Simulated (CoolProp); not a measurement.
A single-stage vapour-compression cycle with the fluid: evaporating at 248.15 K (dew point), condensing at 286.15 K (bubble point), superheat 2 K, subcooling 2 K, compressor efficiency 0.7, no pressure losses. The same conditions are run with several fluids, on thermodynamics alone (safety and materials aside).

Values from CoolProp's reference Helmholtz-energy equation of state of each fluid (carbonyl sulfide: Lemmon 2006; R1224YDZ: Akasaka 2023; R404A: Lemmon 2003; R11: Jacobsen 1992; R143a: Lemmon and Jacobsen 2000; R13: Platzer 1990). The equations of Platzer and Polt are older, rougher fits. Blends and air are pseudo-pure fits.

### Question
Rank carbonyl sulfide, R1224YDZ, R404A, R11, R143a, R13 by cooling COP, highest first.

### Answer
R11 (4.14), R1224YDZ (4.03), carbonyl sulfide (3.95), R143a (3.80), R404A (3.71), R13 (3.10)

```json
[
 {"fluid": "carbonyl sulfide", "pressure ratio": "3.29", "discharge temperature (K)": "346.3", "refrigerating effect (kJ/kg)": "247", "volumetric capacity (kJ/m³)": "2160"},
 {"fluid": "R1224YDZ", "pressure ratio": "5.87", "discharge temperature (K)": "304.3", "refrigerating effect (kJ/kg)": "150", "volumetric capacity (kJ/m³)": "174"},
 {"fluid": "R404A", "pressure ratio": "3.64", "discharge temperature (K)": "304.8", "refrigerating effect (kJ/kg)": "138", "volumetric capacity (kJ/m³)": "1750"},
 {"fluid": "R11", "pressure ratio": "5.64", "discharge temperature (K)": "323.5", "refrigerating effect (kJ/kg)": "169", "volumetric capacity (kJ/m³)": "136"},
 {"fluid": "R143a", "pressure ratio": "3.49", "discharge temperature (K)": "306.6", "refrigerating effect (kJ/kg)": "159", "volumetric capacity (kJ/m³)": "1840"},
 {"fluid": "R13", "pressure ratio": "2.75", "discharge temperature (K)": "306.6", "refrigerating effect (kJ/kg)": "73.4", "volumetric capacity (kJ/m³)": "4470"}
]
```
